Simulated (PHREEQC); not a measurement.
Make-up at 20 °C: 0.14 mol CaCl2 per kg of water. Closed to the air; pH follows from the charge balance.

Model: ion-association model, phreeqc.dat, run in PHREEQC.

Each row changes one thing in this solution. Precipitation was switched off in this run.

```
case                                pH  ionic strength (mol/kgw)  CaOH+ (mol/kgw)
--------------------------------  ----  ------------------------  ---------------
as made                           6.92                     0.420          7.05e-8
diluted 5-fold with water         7.01                (withheld)          2.50e-8
CaCl2 from 0.14 to 0.126 mol/kgw  6.92                     0.378          6.62e-8
0.026 mol/kgw CdCl2 added         5.78                (withheld)          5.04e-9
temperature from 20 to 10 °C      7.00                     0.420          8.59e-8
diluted 100-fold with water       7.08                   0.00420          2.26e-9
temperature from 20 to 30 °C      6.81                     0.420          5.44e-8
CaCl2 from 0.14 to 0.154 mol/kgw  6.91                     0.462          7.47e-8
```

Question: What belongs in the gaps?

Answer: 
- diluted 5-fold with water, ionic strength (mol/kgw): 0.0840
- 0.026 mol/kgw CdCl2 added, ionic strength (mol/kgw): 0.441

Species that the database lacks are ignored. At this temperature some constants are extrapolated from 25 °C, and those without enthalpy data are left unchanged.
